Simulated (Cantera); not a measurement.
An isothermal, constant-pressure homogeneous reactor starts with 51.3 % NH3, 48.7 % H2, at 1650 K and 0.132 atm.

Computed with Cantera and the gas-phase N/H chemistry of the illustrative SiF4/NH3 mechanism in the Surface Chemkin manual (1991). Walls and surfaces, which speed up NH3 decomposition in real reactors, are not modelled.

**Question.** Predict: x(NH3) at 200 s; x(H2) at 200 s; x(NH) at 200 s; x(NH2) at 200 s; x(H) at 200 s.

**Answer.** 
```json
{
 "x(NH3) at 200 s": "0.00765 (gas-phase equilibrium 1.69e-6)",
 "x(H2) at 200 s": "0.825 (gas-phase equilibrium 0.830)",
 "x(NH) at 200 s": "7.70e-8 (gas-phase equilibrium 2.07e-11)",
 "x(NH2) at 200 s": "4.69e-6 (gas-phase equilibrium 1.14e-9)",
 "x(H) at 200 s": "0.000206 (gas-phase equilibrium 0.000228)"
}
```
